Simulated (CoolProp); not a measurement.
Saturation properties of C3F8 (R218) (Tc = 345.0 K, pc = 26.40 bar, ω = 0.317).

The numbers come from the reference Helmholtz-energy equation of state, Lemmon 2006 in CoolProp. It is a short technical equation, of lower accuracy than the large ones.

```
T (K)  p (bar)  liquid density (kg/m³)  vapour density (kg/m³)  liquid viscosity (µPa s)
-----  -------  ----------------------  ----------------------  ------------------------
227.6   0.6695                    1645                   6.931                       506
236.3    1.010                    1612                   10.21                       436
245      1.474                    1577                   14.61                       379
253.7    2.087                    1541                   20.36                       330
262.3    2.867                    1504                   27.69                       289
271      3.863                    1465                   37.12                       253
279.7    5.099                    1423                   49.05                       222
288.4    6.610                    1378                   64.08                       194
297.1    8.432                    1330                   83.10                       170
```

It boils at 236.4 K under 1 atm.

Viscosity comes from a separate model (Huber 2003), an estimate that may be off by 10 % or more.
